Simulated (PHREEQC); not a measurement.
Copper plating or etch bath: speciation

Consider water at 25 °C with 0.52 mmol/kgw Cu(NO3)2. Closed to the air; pH follows from the charge balance.

Model: ion-association model, phreeqc.dat, run in PHREEQC.

The pH is 5.43. The ionic strength is 0.00156 mol/kgw. The specific conductance is 126 µS/cm.

```tsv
species	molality	activity	log γ
NO3-	0.00104	0.000995	-0.019
Cu+2	0.000517	0.000435	-0.075
H+	3.91e-6	3.75e-6	-0.018
CuOH+	1.21e-6	1.16e-6	-0.019
Cu2(OH)2+2	7.02e-7	5.89e-7	-0.077
Cu(OH)2	6.46e-7	6.46e-7	0.000
OH-	2.82e-9	2.70e-9	-0.019
```

This is a speciation only: nothing precipitates in the calculation.
